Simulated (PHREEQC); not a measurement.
**Nickel, zinc or cadmium bath: an equilibrium model**

Make-up at 80 °C: 5.5 mmol/kgw CdSO4, 29 mmol/kgw NaCl and 2.1 mmol/kgw HCl. It is in equilibrium with CO2 at log p = -1 (atm). Otherwise closed; pH follows from the charge balance.

Computed with PHREEQC (ion-association model, phreeqc.dat).

No solid was allowed to form.

Question: Estimate the pH, ionic strength.

Answer: pH 2.98; ionic strength 0.0423 mol/kgw.

Question: In which forms is Cd present?

Answer: CdCl+ 49 %, Cd+2 36 %, CdSO4 10.0 %, CdCl2 4.4 % of the Cd.

Species that the database lacks are ignored. Constants without temperature data keep their 25 °C values here.
